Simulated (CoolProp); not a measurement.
Saturation properties of water.

Computed with CoolProp (reference Helmholtz-energy equation of state, Wagner 2002).

```csv
T (°C),p (kPa),liquid density (kg/m³),enthalpy of vaporisation (kJ/kg),vapour Z
75.15,38.84,974.7,[?],0.9918
93.55,[?],962.9,2273,0.9867
112.05,153.5,949.4,2224,0.9796
130.45,273.9,934.5,2172,0.9701
148.85,461.7,918.1,[?],0.9578
167.25,740.9,900.2,2058,0.9422
185.65,1140,880.9,1994,[?]
204.05,1691,859.9,1924,0.9005
222.55,2435,836.9,1846,0.8734
240.95,3403,812.0,1761,0.8420
259.35,4643,784.6,1665,0.8056
277.75,6202,754.2,1557,0.7635
296.15,8132,719.9,1433,0.7145
```

Q: Complete the blanks.

A: 
- 75.15, enthalpy of vaporisation (kJ/kg): 2320
- 93.55, p (kPa): 80.19
- 148.85, enthalpy of vaporisation (kJ/kg): 2117
- 185.65, vapour Z: 0.9233

It boils at 100.0 °C under 1 atm.
